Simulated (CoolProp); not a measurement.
Vapour-liquid equilibrium of propylene (1) + R115 (2) at -92.05 °C; x and y are mole fractions of (1).

The numbers come from the multi-fluid Helmholtz-energy mixture model, Lemmon 2013 and Lemmon 2016; pair parameters Bell 2016 in CoolProp.

Question: Give the bubble pressure and the first vapour's composition at x = 0.35, 0.575, 0.875. Is there an azeotrope?

Answer: x = 0.35: 8.176 kPa, y = 0.625; x = 0.575: 8.690 kPa, y = 0.690; x = 0.875: 8.565 kPa, y = 0.795. y crosses x between x = 0.65 and 0.725: the model has an azeotrope there.

Pair parameters are fitted to limited data, so mixtures are less certain than the pure fluids. With so large a gap from Raoult's law the liquid may split in two, which this calculation doesn't test in full.
